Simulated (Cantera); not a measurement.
A closed system holds: 1 mol FeS2, 1.6 mol H2, 30 mol N2, at 1898.15 K and 100 Torr.

These are equilibrium values from Cantera (NASA tables, ideal gas, pure condensed phases), not measurements of a reactor. Candidate condensed phases: Fe, FeS, FeS2, S; 16 gas species. FeS: taken at fixed stoichiometry. The numbers say what is thermodynamically allowed, not how fast it happens.

Base state: N2 0.934, H2 0.0472, S2 0.0141, H2S 0.00162, SH 0.00145, Fe 0.000631, S 0.000512, H 0.000466 (mole fractions); condensed: FeS(l).

Task: What changes in the equilibrium state with this change: H2 from 1.6 to 360 mol?

Result: 
```tsv
species	before	after
H2	0.0472	0.915
N2	0.934	0.0767
H2S	0.00162	0.00385
S2	0.0141	0.000212
Fe	0.000631	0.000817
S	0.000512	6.28e-5
H	0.000466	0.00205
SH	0.00145	0.000784
FeS(l), mol	0.980	0
Fe(l), mol	0	0.681
```
